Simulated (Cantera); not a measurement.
A freely propagating, adiabatic, planar premixed flame of 4.76 % CH4, 4.76 % C2H6, 23.8 % O2, 66.7 % N2, equivalence ratio 1.1, unburnt at 700 K and 1050 Torr; mixture-averaged transport, grid criteria slope 0.08 and curve 0.16, no radiation.

Detailed kinetics in Cantera: GRI-Mech 3.0 (53 species, 325 reactions). Burning velocities carry a grid error of a few per cent, more on coarse grids.

Q: Predict: laminar burning velocity; thermal thickness; peak x(C2H4); peak x(H2).

A: 
```json
{
  "laminar_burning_velocity": "246 cm/s",
  "thermal_thickness": "0.161 mm",
  "peak x(C2H4)": "0.00586",
  "peak x(H2)": "0.0392"
}
```
